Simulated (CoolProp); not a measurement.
A single-stage vapour-compression cycle with chlorine: evaporating at 319.15 K (dew point), condensing at 365.15 K (bubble point), superheat 5 K, subcooling 5 K, compressor efficiency 0.75, no pressure losses. Each further row changes one setting.

Values from CoolProp's reference Helmholtz-energy equation of state, Thol 2021.

```json
[
 {"case": "as stated", "cooling COP": "4.15", "pressure ratio": "2.56", "discharge temperature (K)": "427.9", "refrigerating effect (kJ/kg)": "189", "volumetric capacity (kJ/m³)": "7630"},
 {"case": "evaporating temperature 324.15 K", "cooling COP": "4.81", "pressure ratio": "2.28", "discharge temperature (K)": "419.9", "refrigerating effect (kJ/kg)": "189", "volumetric capacity (kJ/m³)": "8580"},
 {"case": "condensing temperature 360.15 K", "cooling COP": "4.79", "pressure ratio": "2.34", "discharge temperature (K)": "416.9", "refrigerating effect (kJ/kg)": "194", "volumetric capacity (kJ/m³)": "7870"},
 {"case": "subcooling 10 K", "cooling COP": "4.28", "pressure ratio": "2.56", "discharge temperature (K)": "427.9", "refrigerating effect (kJ/kg)": "194", "volumetric capacity (kJ/m³)": "7870"},
 {"case": "compressor efficiency 0.65", "cooling COP": "3.60", "pressure ratio": "2.56", "discharge temperature (K)": "438.6", "refrigerating effect (kJ/kg)": "189", "volumetric capacity (kJ/m³)": "7630"}
]
```
